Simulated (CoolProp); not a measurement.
Vapour-liquid equilibrium of cyclopentane (1) + ethanol (2) at 982 kPa; x and y are mole fractions of (1).

Computed with CoolProp (multi-fluid Helmholtz-energy mixture model, Gedanitz 2015 and Schroeder 2014; pair parameters Bell 2016).

| x | bubble temperature (K) | y at the bubble point | dew temperature at overall composition x (K) | liquid density (mol/L) |
|---|---|---|---|---|
| 0.05 | 419.7 | 0.118 | 421.8 | 13.71 |
| 0.125 | 413.6 | 0.296 | 419.5 | 13.19 |
| 0.2 | 407.5 | 0.444 | 417.1 | 12.69 |
| 0.275 | 402.8 | 0.544 | 414.4 | 12.20 |
| 0.35 | 399.9 | 0.603 | 411.5 | 11.69 |
| 0.425 | 398.5 | 0.634 | 408.4 | 11.20 |
| 0.5 | 398.0 | 0.647 | 404.9 | 10.73 |
| 0.575 | 397.8 | 0.652 | 401.3 | 10.31 |
| 0.65 | 397.8 | 0.655 | 397.9 | 9.949 |
| 0.725 | 397.9 | 0.662 | 400.0 | 9.642 |
| 0.8 | 398.3 | 0.680 | 403.5 | 9.383 |
| 0.875 | 400.1 | 0.726 | 407.2 | 9.149 |
| 0.95 | 405.4 | 0.839 | 411.1 | 8.893 |

y crosses x between x = 0.65 and 0.725: the model has an azeotrope there.

The pair parameters rest on a limited set of measurements; away from them the model extrapolates. With so large a gap from Raoult's law the liquid may split in two, which this calculation doesn't test in full.
